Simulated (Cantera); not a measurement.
Charge: 1 mol C2F6, 0.65 mol CH4, 1.6 mol H2, held at 727 °C and 22.0 Pa.

Equilibrium computed with Cantera from the NASA thermochemical tables; the gas is ideal and each condensed phase is pure. The feed counts by its element totals alone. Gases not in the tables: C2F6 and larger saturated fluorocarbons. Kinetics and transport are ignored.

| species | before | after |
|---|---|---|
| HF | 0.991 | 0.941 |
| CF4 | 0.00855 | 0.0588 |
| C(graphite), mol | 2.60 | 2.35 |
Gas species are given as mole fractions.

Q: Name the change that produced these shifts.
A) H2 from 1.6 to 1.1 mol
B) temperature from 727 °C to 1400 °C
C) temperature from 727 °C to 1827 °C
D) C2F6 replaced by CHF3

A: A, H2 from 1.6 to 1.1 mol
